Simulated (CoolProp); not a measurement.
A single-stage vapour-compression cycle with the fluid: evaporating at 326.15 K (dew point), condensing at 351.15 K (bubble point), superheat 0 K, subcooling 2 K, compressor efficiency 0.85, no pressure losses. The same conditions are run with several fluids, on thermodynamics alone (safety and materials aside).

Computed with CoolProp (reference Helmholtz-energy equation of state of each fluid (dimethyl ether: Wu 2011; isobutene: Lemmon 2005; tetrahydrofuran: Fiedler 2023; R245ca: Zhou 2016; n-pentane: Thol 2019; isohexane: Lemmon 2006)).

```tsv
fluid	cooling COP	pressure ratio	discharge temperature (K)	refrigerating effect (kJ/kg)	volumetric capacity (kJ/m³)
dimethyl ether	9.42	1.74	357.4	291	7530
isobutene	9.57	1.78	351.1	264	4230
tetrahydrofuran	10.5	2.26	357.2	383	679
R245ca	9.89	2.04	351.1	154	2190
n-pentane	9.99	2.00	351.1	286	1420
isohexane	10.0	2.16	351.2	272	722
```

The compression ends wet for: isobutene; R245ca; n-pentane; isohexane.
